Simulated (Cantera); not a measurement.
A freely propagating, adiabatic, planar premixed flame of CO : H₂ : O₂ : N₂ : CO₂ = 1 : 0.072 : 0.616 : 2.32 : 0.56 (molar parts), unburnt at 375 K and 0.170 bar; multicomponent transport, grid criteria slope 0.08 and curve 0.16, no radiation.

Cantera simulation using GRI-Mech 3.0 (53 species, 325 reactions); the numbers are that mechanism's predictions, not measurements. Burning velocities carry a grid error of a few per cent, more on coarse grids.

Q: Predict: laminar burning velocity; thermal thickness; peak x(O); peak x(HO₂); peak x(OH).

A: 
- laminar burning velocity = 39.4 cm/s
- thermal thickness = 7.36 mm
- peak x(O) = 0.0127
- peak x(HO₂) = 9.37e-5
- peak x(OH) = 0.00223
